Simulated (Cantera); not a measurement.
Cantera run, input and output.

```python
import numpy as np
import cantera as ct

gas = ct.Solution("gri30.yaml")


def delay(T, t_max=10):
    gas.TPX = T, 100000, {'CH4': 1, 'CO': 0.055, 'O2': 1.07, 'N2': 4.01, 'H2O': 0.13}
    reactor = ct.IdealGasReactor(gas, clone=False)
    net = ct.ReactorNet([reactor])
    net.rtol, net.atol = 1e-8, 1e-16
    while net.time < t_max:
        t_old, T_old = net.time, reactor.T
        net.step()
        if reactor.T > T + 400:  # ignition: a rise of 400 K
            return t_old + (T + 400 - T_old) / (reactor.T - T_old) * (net.time - t_old)
    return np.nan


taus = []
for T in [1150, 1200, 1250, 1300, 1350, 1400, 1450, 1500, 1550]:
    taus.append(delay(T))
    print(f"T0 = {T:6g} K   tau = {taus[-1]:.4e} s")
```

Output:

```
T0 =   1150 K   tau = 1.4638e-01 s
T0 =   1200 K   tau = 6.9223e-02 s
T0 =   1250 K   tau = 3.3994e-02 s
T0 =   1300 K   tau = 1.7253e-02 s
T0 =   1350 K   tau = 9.0210e-03 s
T0 =   1400 K   tau = 4.8545e-03 s
T0 =   1450 K   tau = 2.6915e-03 s
T0 =   1500 K   tau = 1.5412e-03 s
T0 =   1550 K   tau = 9.1388e-04 s
```

Detailed kinetics in Cantera: GRI-Mech 3.0 (53 species, 325 reactions).
